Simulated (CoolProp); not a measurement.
Model: reference Helmholtz-energy equation of state, Jacobsen 1992, in CoolProp.

Q: Give the vapour pressure (MPa), liquid cp (kJ/(kg K)), vapour Z, surface tension (mN/m) of saturated R11 at 128.55 °C.

A: 
```tsv
T (°C)	p (MPa)	liquid cp (kJ/(kg K))	vapour Z	surface tension (mN/m)
128.55	1.45	1.07	0.765	5.70
```

Surface tension comes from a separate correlation (Mulero 2012).
